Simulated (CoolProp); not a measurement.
A simple Rankine cycle with R1336mzz(Z): condensing at 290.15 K, boiler at 1.12 MPa, turbine inlet 434 K, turbine efficiency 0.75, pump efficiency 0.7, no recuperator. Each further row changes one setting.

Computed with CoolProp (reference Helmholtz-energy equation of state, McLinden 2020).

```json
[
 {"case": "as stated", "thermal efficiency (%)": "14.2", "net work (kJ/kg)": "41.9", "heat in (kJ/kg)": "295", "turbine exit temperature (K)": "378.7", "volume ratio over the turbine": "21.9"},
 {"case": "turbine inlet 454 K", "thermal efficiency (%)": "14.0", "net work (kJ/kg)": "44.7", "heat in (kJ/kg)": "319", "turbine exit temperature (K)": "399.1", "volume ratio over the turbine": "21.3"},
 {"case": "condensing temperature 282.15 K", "thermal efficiency (%)": "15.3", "net work (kJ/kg)": "46.6", "heat in (kJ/kg)": "305", "turbine exit temperature (K)": "373.7", "volume ratio over the turbine": "30.6"},
 {"case": "boiler pressure 0.784 MPa", "thermal efficiency (%)": "12.8", "net work (kJ/kg)": "38.5", "heat in (kJ/kg)": "300", "turbine exit temperature (K)": "387.3", "volume ratio over the turbine": "14.7"},
 {"case": "turbine efficiency 0.65", "thermal efficiency (%)": "12.3", "net work (kJ/kg)": "36.2", "heat in (kJ/kg)": "295", "turbine exit temperature (K)": "384.5", "volume ratio over the turbine": "22.2"}
]
```
